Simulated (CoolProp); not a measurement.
Vapour-liquid equilibrium of carbon dioxide (1) + R125 (2) at -50.75 °C; x and y are mole fractions of (1).

The numbers come from the multi-fluid Helmholtz-energy mixture model, Span 1996 and Lemmon 2005; pair parameters Bell 2016 in CoolProp.

Give the bubble pressure and the first vapour's composition at x = 0.15, 0.35, 0.65. Is there an azeotrope?

x = 0.15: 0.2068 MPa, y = 0.618; x = 0.35: 0.3417 MPa, y = 0.808; x = 0.65: 0.4953 MPa, y = 0.912. No azeotrope shows between x = 0.05 and 0.95.

The pair parameters rest on a limited set of measurements; away from them the model extrapolates.
